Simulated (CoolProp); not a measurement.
Model: reference Helmholtz-energy equation of state, Lemmon 2006, in CoolProp. It is a short technical equation, of lower accuracy than the large ones.

Give the vapour pressure (kPa), liquid density (kg/m³), liquid cp (kJ/(kg K)), liquid conductivity (mW/(m K)) of saturated C3F8 (R218) at 239.9 K.


```json
[
 {"T (K)": "239.9", "p (kPa)": "119", "liquid density (kg/m³)": "1600", "liquid cp (kJ/(kg K))": "0.983", "liquid conductivity (mW/(m K))": "61.1"}
]
```

Thermal conductivity comes from a separate model (Huber 2003), an estimate that may be off by 10 % or more.
